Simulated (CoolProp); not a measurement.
A closed Brayton cycle with nitrogen: compressor inlet 332.15 K and 3.8 MPa, high pressure 10.1 MPa, turbine inlet 925 K, compressor efficiency 0.85, turbine efficiency 0.93, recuperator effectiveness 0 (on enthalpy, no pinch check). Each further row changes one setting.

Model: reference Helmholtz-energy equation of state, Span 2000, in CoolProp.

```csv
case,thermal efficiency (%),net work (kJ/kg),compressor to turbine work,compressor exit (K),turbine exit (K)
as stated,17.6,91.9,0.59,459.1,729.6
turbine inlet 875 K,17.1,79.6,0.63,459.1,688.5
compressor inlet 342.15 K,17.3,87.8,0.61,472.7,729.6
high pressure 8.58 MPa,15.2,83.2,0.57,435.4,759.3
recuperator effectiveness 0.5,24.5,91.9,0.59,459.1,729.6
```
